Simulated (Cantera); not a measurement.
A closed system holds: 1 mol Ta, 0.74 mol CO₂, at 2573 K.

Equilibrium computed with Cantera from the NASA thermochemical tables; the gas is ideal and each condensed phase is pure. Candidate condensed phases: C, Ta, TaC, Ta₂O₅; 15 gas species. Mutual solubility and eutectic melting of coexisting phases are not modelled. TaC: taken at fixed stoichiometry. Condensed phases not in the tables: Ta₂C. Rates play no part.

At 130000 Pa, list the 4 most abundant gas species with their mole fractions, and the condensed phases.

CO 0.997, CO₂ 0.00175, TaO₂ 0.000831, TaO 0.000176. Condensed: TaC(s) + Ta₂O₅(l).
